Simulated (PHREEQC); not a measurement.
Dissolve 0.016 mol/kgw FeSO4 and 0.18 mol/kgw MgSO4 at 25 °C. Closed to the air; pH follows from the charge balance.

Computed with PHREEQC (ion-association model, phreeqc.dat).

No solid was allowed to form.

**Question.** Order these S species by the share of S that they hold, largest first: MgSO4, FeSO4, SO4-2.

**Answer.** MgSO4 (53 %), SO4-2 (43 %), FeSO4 (3.9 %)

The pH is 6.27 and the ionic strength 0.339 mol/kgw.
